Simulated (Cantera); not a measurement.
An isothermal, constant-pressure homogeneous reactor starts with C2H6 : N2 = 1 : 1.9 (molar parts), at 1000 K and 30.8 Torr.

Detailed kinetics in Cantera: GRI-Mech 3.0 (53 species, 325 reactions). GRI-Mech 3.0 stops at C3 and has no aromatics, soot or wall deposition, so with more carbon than oxygen in the feed, carbon stays in small species such as C2H2 where larger ones or solid carbon would form. Radical loss at walls, strong at low pressure, is not modelled.

x: mole fraction; the columns are a selection and need not sum to one.

```csv
t (s),x C2H6,x CH2,x H2,x C2H2,x CH4
2.00e-5,0.345,<1e-12,<1e-12,<1e-12,4.83e-11
8.29e-5,0.345,<1e-12,2.55e-11,<1e-12,8.15e-10
0.000344,0.345,<1e-12,1.77e-9,<1e-12,1.30e-8
0.00143,0.345,<1e-12,1.04e-7,<1e-12,1.67e-7
0.00591,0.345,<1e-12,3.88e-6,2.31e-12,1.29e-6
0.0245,0.345,<1e-12,?,9.97e-10,?
0.102,0.343,<1e-12,0.00142,2.72e-7,5.31e-5
0.421,0.328,<1e-12,0.0118,1.68e-5,0.000501
1.75,0.272,<1e-12,0.0519,0.000222,0.00243
7.24,0.126,<1e-12,0.156,0.00153,0.00894
30.0,?,<1e-12,?,?,?
```

Fill in the missing entries.


- 0.0245, x H2: 8.64e-5
- 0.0245, x CH4: 6.64e-6
- 30.0, x C2H6: 0.0129
- 30.0, x H2: 0.236
- 30.0, x C2H2: 0.00692
- 30.0, x CH4: 0.0181
